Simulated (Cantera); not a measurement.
Charge: 1 mol MgSO4, 2.3 mol H2, equilibrated at 1875 K and 1.00 bar.

Method: chemical equilibrium by Gibbs-energy minimisation in Cantera with the NASA 1993 tables (ideal gas, pure condensed phases). The numbers say what is thermodynamically allowed, not how fast it happens.

```csv
species,before,after
H2O,0.626,0.757
H2S,0.0213,0.226
SO2,0.172,0.00919
SO,0.0121,3.10e-9
H2,0.105,0.000214
S2,0.0569,0.00569
S8,<1e-9,0.00142
S,0.000317,<1e-9
SH,0.00411,1.85e-8
H,0.000212,<1e-9
OH,9.87e-5,<1e-9
S2O,0.00226,0.000142
"MgO(s), mol",1.000,0.605
"MgSO4(s), mol",0,0.395
```
Gas species are given as mole fractions.

### Question
What was changed between the two runs?
A. pressure from 1.00 bar to 0.310 bar
B. pressure from 1.00 bar to 1.33 mbar
C. H2 from 2.3 to 0.43 mol
D. temperature from 1875 K to 698.15 K

### Answer
D, temperature from 1875 K to 698.15 K. Gases not in the tables: S3 to S7
